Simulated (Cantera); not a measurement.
A perfectly stirred reactor is fed with H2 : O2 : N2 = 1.1 : 1 : 1.4 (molar parts), equivalence ratio 0.55, at 0.930 bar; it is held at 1073 K, and followed from long to short residence time.

Detailed kinetics in Cantera: the H2/O2 subset of GRI-Mech 3.0, which has no nitrogen chemistry. The temperature is held fixed by assumption; the heat of reaction is taken as removed at once.

Task: What does this change do: temperature 1073 to 1175 K?

Result: 
```
quantity                  before     after
----------------------  --------  --------
x(H2) at τ = 3.30 s      0.00276  0.000424
x(O2) at τ = 3.30 s        0.154     0.153
x(O) at τ = 3.30 s       6.90e-7   9.69e-7
x(H2O) at τ = 3.30 s       0.370     0.372
x(H2O2) at τ = 3.30 s    1.98e-5   8.99e-7
x(H2) at τ = 27.0 ms      0.0620   0.00656
x(O2) at τ = 27.0 ms       0.178     0.155
x(O) at τ = 27.0 ms      9.14e-6   4.84e-5
x(H2O) at τ = 27.0 ms      0.299     0.365
x(H2O2) at τ = 27.0 ms  0.000472   2.60e-5
```
